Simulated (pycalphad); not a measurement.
CALPHAD calculation (pycalphad, COST 507 light-alloy database (1999)), 1 atm. The data set is of 1999 and partly superseded. Amounts are mole fractions of atoms.

**Question.** Give the equilibrium state of Al-0.29Si-0.77Mn (at.%) at 550 K.

**Answer.** fcc, fraction 0.956, with <0.01 Si, <0.01 Mn at.%; ALMNSI_ALPHA, fraction 0.044, with 6.5 Si, 17.4 Mn at.%.

**Question.** Give the equilibrium state of Al-0.29Si-0.77Mn (at.%) at 925 K.

**Answer.** 
```
T = 925.00 K, P = 101325 Pa, N = 1 mol of atoms
G = -38060 J/mol, H = 18260 J/mol, S = 60.89 J/(mol K)  (SER reference)
chemical potentials (J/mol): Al -37392, Si -51933, Mn -118702
phase             fraction      x(Al)      x(Si)      x(Mn)
FCC_A1              0.9008     0.9935     0.0011     0.0055
LIQUID              0.0875     0.9807     0.0108     0.0086
ALMNSI_ALPHA        0.0117     0.7397     0.0864     0.1739
```

Database names, with the compositions (at.%) that they take in these runs: ALMNSI_ALPHA: Al 74-76 Mn 17 Si 7-9. FCC_A1 is fcc.
